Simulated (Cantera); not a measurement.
Charge: 1 mol PbF2, 1.9 mol H2, held at 2198.15 K and 48.0 Pa.

Equilibrium computed with Cantera from the NASA thermochemical tables; the gas is ideal and each condensed phase is pure. Candidate condensed phases: Pb, PbF2; 16 gas species. Kinetics and transport are ignored.

Base state: HF 0.486, Pb 0.243, H2 0.167, H 0.104, F 0.000259, PbF 0.000140 (mole fractions); condensed: gas only.

Q: What changes in the equilibrium state with this change: pressure from 48.0 Pa to 6.20 Pa?

A: 
```json
[
 {"species": "HF", "before": "0.486", "after": "0.455"},
 {"species": "Pb", "before": "0.243", "after": "0.228"},
 {"species": "H", "before": "0.104", "after": "0.219"},
 {"species": "H2", "before": "0.167", "after": "0.0961"},
 {"species": "F", "before": "0.000259", "after": "0.000889"},
 {"species": "PbF", "before": "0.000140", "after": "5.86e-5"}
]
```
